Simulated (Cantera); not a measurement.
A perfectly stirred reactor is fed with CH₄ : H₂ : O₂ : N₂ : H₂O = 1 : 0.15 : 1.89 : 12.8 : 0.63 (molar parts), equivalence ratio 1.1, at 730000 Pa; it is adiabatic with a 725 K inlet, and is followed from long to short residence time, starting on the burning branch (τ in s: 0.1, 0.032, 0.01, 0.0033, 0.0011, 0.00034, 0.00011, 3.5e-05, 1.1e-05, 3.6e-06).

Model: GRI-Mech 3.0 (53 species, 325 reactions), integrated in Cantera.

**Question.** What does this change do: inlet temperature 725 to 600 K?

**Answer.** 
```csv
quantity,before,after
"blow-out, bracketed by the residence times tried","burning at 1.10 ms, out at 0.340 ms","burning at 1.10 ms, out at 0.340 ms"
x(CH₄) at τ = 0.100 s,6.35e-5,0.000305
x(H₂) at τ = 0.100 s,0.00962,0.00953
x(O₂) at τ = 0.100 s,0.000132,0.000317
x(C₂H₆) at τ = 0.100 s,1.24e-8,2.51e-7
x(OH) at τ = 0.100 s,0.000131,4.73e-5
x(CH₄) at τ = 0.340 ms,0.0607,0.0607
x(H₂) at τ = 0.340 ms,0.00911,0.00911
x(O₂) at τ = 0.340 ms,0.115,0.115
x(C₂H₆) at τ = 0.340 ms,<1e-12,<1e-12
x(OH) at τ = 0.340 ms,<1e-12,<1e-12
```

**Question.** What does this change do: inlet temperature 725 to 475 K?

**Answer.** 
```tsv
quantity	before	after
blow-out, bracketed by the residence times tried	burning at 1.10 ms, out at 0.340 ms	burning at 3.30 ms, out at 1.10 ms
x(CH₄) at τ = 0.100 s	6.35e-5	0.000848
x(H₂) at τ = 0.100 s	0.00962	0.00865
x(O₂) at τ = 0.100 s	0.000132	0.000728
x(C₂H₆) at τ = 0.100 s	1.24e-8	2.16e-6
x(OH) at τ = 0.100 s	0.000131	1.97e-5
x(CH₄) at τ = 0.340 ms	0.0607	0.0607
x(H₂) at τ = 0.340 ms	0.00911	0.00911
x(O₂) at τ = 0.340 ms	0.115	0.115
x(C₂H₆) at τ = 0.340 ms	<1e-12	<1e-12
x(OH) at τ = 0.340 ms	<1e-12	<1e-12
```
